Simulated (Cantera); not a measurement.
Feed: 1 mol Si, a varied amount of HCl, 0.12 mol H2, equilibrated at 77.0 Pa.

Points: T (K) = 775, 875, 975, 1075, 1175, 1275, 1375, 1475, 1575; n(HCl) (mol) = 1.2, 1.8, 2.4, 3, 3.5, 4.1, 4.7, 5.3.

Cantera's Mixture.equilibrate('TP', solver="vcs", rtol=1e-11, max_steps=5000) on the NASA tables stopped like this:

```
ERROR: FAILURE its = 5001!

*******************************************************************************
CanteraError thrown by MultiPhase::equilibrate:
VCS solver failed. Return code: -1
*******************************************************************************
```

Q: What got this run through?

A: Several could match; the one computed here: The failure is numerical, not chemical. The same input converged with solver="gibbs", rtol=1e-10, max_steps=50000, and the result passed a check of the equilibrium conditions:
```
    775        1.2  Si(cr)
    775        1.8  Si(cr)
    775        2.4  Si(cr)
    775          3  Si(cr)
    775        3.5  Si(cr)
    775        4.1  gas only
    775        4.7  gas only
    775        5.3  gas only
    875        1.2  Si(cr)
    875        1.8  Si(cr)
    875        2.4  Si(cr)
    875          3  Si(cr)
    875        3.5  Si(cr)
    875        4.1  gas only
    875        4.7  gas only
    875        5.3  gas only
    975        1.2  Si(cr)
    975        1.8  Si(cr)
    975        2.4  Si(cr)
    975          3  Si(cr)
    975        3.5  Si(cr)
    975        4.1  gas only
    975        4.7  gas only
    975        5.3  gas only
   1075        1.2  Si(cr)
   1075        1.8  Si(cr)
   1075        2.4  Si(cr)
   1075          3  Si(cr)
   1075        3.5  Si(cr)
   1075        4.1  gas only
   1075        4.7  gas only
   1075        5.3  gas only
   1175        1.2  Si(cr)
   1175        1.8  Si(cr)
   1175        2.4  Si(cr)
   1175          3  Si(cr)
   1175        3.5  gas only
   1175        4.1  gas only
   1175        4.7  gas only
   1175        5.3  gas only
   1275        1.2  Si(cr)
   1275        1.8  Si(cr)
   1275        2.4  Si(cr)
   1275          3  gas only
   1275        3.5  gas only
   1275        4.1  gas only
   1275        4.7  gas only
   1275        5.3  gas only
   1375        1.2  Si(cr)
   1375        1.8  Si(cr)
   1375        2.4  Si(cr)
   1375          3  gas only
   1375        3.5  gas only
   1375        4.1  gas only
   1375        4.7  gas only
   1375        5.3  gas only
   1475        1.2  Si(cr)
   1475        1.8  Si(cr)
   1475        2.4  Si(cr)
   1475          3  gas only
   1475        3.5  gas only
   1475        4.1  gas only
   1475        4.7  gas only
   1475        5.3  gas only
   1575        1.2  Si(cr)
   1575        1.8  Si(cr)
   1575        2.4  Si(cr)
   1575          3  gas only
   1575        3.5  gas only
   1575        4.1  gas only
   1575        4.7  gas only
   1575        5.3  gas only
```

The gas is ideal and each condensed phase is pure. The tables' values for SiCl3 are old estimates.
